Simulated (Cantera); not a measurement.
Feed: 1 mol c-C4F8, 4.1 mol H2, 0.039 mol F2, held at 2.00e-5 bar.

Method: chemical equilibrium by Gibbs-energy minimisation in Cantera with the NASA 1993 tables (ideal gas, pure condensed phases). Candidate condensed phases: C, C6H6, C7H8, C8H18; 95 gas species. The feed counts by its element totals alone. Rates play no part.

Q: Which condensed phases are stable at each of these points (T (°C)): 1252, 1352, 1452, 1552, 1652, 1752, 1852, 1952, 2052, 2152, 2252, 2352, 2452, 2552?

A: 
```json
[
 {"T (°C)": "1252", "condensed phases": "C(graphite)", "C condensed (%)": "100.0"},
 {"T (°C)": "1352", "condensed phases": "C(graphite)", "C condensed (%)": "100.0"},
 {"T (°C)": "1452", "condensed phases": "C(graphite)", "C condensed (%)": "100.0"},
 {"T (°C)": "1552", "condensed phases": "C(graphite)", "C condensed (%)": "100.0"},
 {"T (°C)": "1652", "condensed phases": "C(graphite)", "C condensed (%)": "100.0"},
 {"T (°C)": "1752", "condensed phases": "C(graphite)", "C condensed (%)": "100.0"},
 {"T (°C)": "1852", "condensed phases": "C(graphite)", "C condensed (%)": "99.9"},
 {"T (°C)": "1952", "condensed phases": "C(graphite)", "C condensed (%)": "99.7"},
 {"T (°C)": "2052", "condensed phases": "C(graphite)", "C condensed (%)": "98.6"},
 {"T (°C)": "2152", "condensed phases": "C(graphite)", "C condensed (%)": "92.7"},
 {"T (°C)": "2252", "condensed phases": "C(graphite)", "C condensed (%)": "62.1"},
 {"T (°C)": "2352", "condensed phases": "gas only", "C condensed (%)": "0.0"},
 {"T (°C)": "2452", "condensed phases": "gas only", "C condensed (%)": "0.0"},
 {"T (°C)": "2552", "condensed phases": "gas only", "C condensed (%)": "0.0"}
]
```

From 1252 °C to 2252 °C the condensed part is C(graphite). From 2352 °C to 2552 °C nothing is condensed.
